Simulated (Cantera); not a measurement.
# Al + N2 + H2 (aluminium nitride and oxide growth)

Charge: 1 mol Al, 1.3 mol N2, 64 mol H2.

Method: chemical equilibrium by Gibbs-energy minimisation in Cantera with the NASA 1993 tables (ideal gas, pure condensed phases). Candidate condensed phases: Al, AlN; 13 gas species. Rates play no part.

Stable condensed phases:

```
T in K \ P in Pa
             10     28     77    220    600   1700   4600  13000  36000 100000
   1973       A      A      A      A      A      A      B      B      B      B
   1873       A      A      A      A      A      B      B      B      B      B
   1773       A      A      A      B      B      B      B      B      B      B
   1673       A      A      B      B      B      B      B      B      B      B
   1573       B      B      B      B      B      B      B      B      B      B
   1473       B      B      B      B      B      B      B      B      B      B
   1373       B      B      B      B      B      B      B      B      B      B
   1273       B      B      B      B      B      B      B      B      B      B
   1173       B      B      B      B      B      B      B      B      B      B
   1073       B      B      B      B      B      B      B      B      B      B
    973       B      B      B      B      B      B      B      B      B      B
    873       B      B      B      B      B      B      B      B      B      B
```

A: gas only; B: AlN.
